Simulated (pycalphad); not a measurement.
**Freezing of Mg-Si-Al alloys with rising Si**

All values are pycalphad results on the COST 507 light-alloy database (1999) (1 atm), not direct measurements. These are 1990s assessments: newer ones move some temperatures and phases. Phase fractions are per mole of atoms.

Scheil-Gulliver runs (no diffusion in the solid, steps of 4 K) beside full equilibrium.

```tsv
alloy	liquidus (K)	Scheil, half solid (K)	Scheil, 80 % solid (K)	Scheil, invariant end (K)	liquid left at that end	equilibrium solidus (K)
Mg-0.06Si-13.05Al (at.%)	847	790	at the invariant end	709	0.29	709
Mg-0.12Si-13.05Al (at.%)	846	788	at the invariant end	709	0.29	709
Mg-0.18Si-13.05Al (at.%)	846	787	at the invariant end	709	0.29	709
Mg-0.24Si-13.05Al (at.%)	845	786	at the invariant end	709	0.29	709
Mg-0.36Si-13.05Al (at.%)	844	786	at the invariant end	709	0.29	709
Mg-0.96Si-13.05Al (at.%)	856	785	at the invariant end	709	0.29	709
```
